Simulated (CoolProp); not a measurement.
Hexamethyldisiloxane (MM) at several states: Z from the reference equation and from simpler models built on Tc = 518.7 K, pc = 1.931 MPa, ω = 0.418; each cubic takes its own stable root.

The numbers come from the reference Helmholtz-energy equation of state, Thol 2016 in CoolProp.

| T (K) | p (MPa) | phase | reference |
|---|---|---|---|
| 459.7 | 2.39 | liquid | 0.1791 |
| 429.4 | 0.0124 | gas | 0.9956 |
| 269.4 | 0.722 | liquid | 0.06622 |
| 449.8 | 0.0878 | gas | 0.9727 |
| 436.5 | 0.38 | gas | 0.8533 |

Q: How far does each simpler model (van der Waals, Redlich-Kwong, Soave-Redlich-Kwong, Peng-Robinson) lie from the reference over these 5 states: mean and median of the absolute difference, and the worst?

A: 
- van der Waals: mean 26.0 %, median 5.9 %, worst +66.7 % at 269.4 K and 0.722 MPa
- Redlich-Kwong: mean 6.6 %, median 3.1 %, worst +16.5 % at 459.7 K and 2.39 MPa
- Soave-Redlich-Kwong: mean 3.9 %, median 1.3 %, worst +9.7 % at 459.7 K and 2.39 MPa
- Peng-Robinson: mean 1.4 %, median 0.2 %, worst -3.6 % at 269.4 K and 0.722 MPa
